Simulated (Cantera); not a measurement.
Input: 1 mol borazine, 1.2 mol O₂, equilibrated at 1.10 mbar.

These are equilibrium values from Cantera (NASA tables, ideal gas, pure condensed phases), not measurements of a reactor. Candidate condensed phases: B, BN, B₂O₃, B₃O₃H₃, H₂O; 39 gas species. The feed counts by its element totals alone. Mutual solubility and eutectic melting of coexisting phases are not modelled. The numbers say what is thermodynamically allowed, not how fast it happens. All values below are at 1248 K.

Base state: H₂ 0.788, N₂ 0.210, HBO₂ 0.000992, H₂O 0.000422, HBO 0.000154, B₂O₃ 3.77e-5, H 1.25e-5 (mole fractions); condensed: BN(s) + B₂O₃(l).

What changes in the equilibrium state with this change: borazine replaced by B₂H₆?


```
species         before     after
------------  --------  --------
H₂               0.788     0.995
HBO           0.000154   0.00394
B₂O₂           5.10e-7  0.000265
N₂               0.210         0
B₃O₃H₃         1.36e-8  0.000228
H₂O           0.000422   1.03e-6
HBO₂          0.000992   4.90e-5
H              1.25e-5   1.40e-5
BN(s), mol        1.40         0
B₂O₃(l), mol     0.797     0.795
B(s), mol            0     0.395
```
